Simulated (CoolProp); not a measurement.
CH2F2 (R32) along the isotherm 435 K: density (kg/m³) from the reference equation and from simpler models built on Tc = 351.3 K, pc = 5.783 MPa, ω = 0.277; each cubic takes its own stable root.

Computed with CoolProp (reference Helmholtz-energy equation of state, Tillner-Roth 1997).

| p (MPa) | phase | reference |
|---|---|---|
| 0.0914 | gas | 1.318 |
| 0.138 | gas | 1.993 |
| 0.208 | gas | 3.011 |
| 0.314 | gas | 4.561 |
| 0.474 | gas | 6.919 |
| 0.714 | gas | 10.50 |
| 1.08 | gas | 16.07 |
| 1.63 | gas | 24.70 |
| 2.45 | gas | 38.16 |
| 3.7 | gas | 60.25 |
| 5.58 | gas | 97.60 |
| 8.42 | supercritical | 165.7 |
| 12.7 | supercritical | 297.7 |
| 19.2 | supercritical | 495.2 |
| 28.9 | supercritical | 657.3 |

How far does each simpler model (ideal gas, Soave-Redlich-Kwong) lie from the reference over these 15 states: mean and median of the absolute difference, and the worst?


- ideal gas: mean 13.2 %, median 5.1 %, worst -44.2 % at 435 K and 19.2 MPa
- Soave-Redlich-Kwong: mean 4.5 %, median 0.7 %, worst -20.9 % at 435 K and 28.9 MPa
